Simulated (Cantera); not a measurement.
Feed: 1 mol trisilylamine, 44 mol N2, held at 550 °C and 82.5 Torr.

Cantera equilibrium calculation (NASA polynomials, part measured and part estimated; ideal gas, pure solids and liquids). Candidate condensed phases: Si, Si3N4; 18 gas species. The feed counts by its element totals alone. Kinetics and transport are ignored.

Base state: N2 0.904, H2 0.0957 (mole fractions); condensed: Si3N4(s).

Q: What changes in the equilibrium state with this change: trisilylamine replaced by Si2Cl6?

A: 
```
species        before   after
-------------  ------  ------
N2              0.904   0.967
SiCl4               0  0.0332
H2             0.0957       0
Si3N4(s), mol    1.00   0.167
```
N2 is the only nitrogen source here; it is nearly inert below about 1500 K, so the nitride shown seldom forms there in practice.
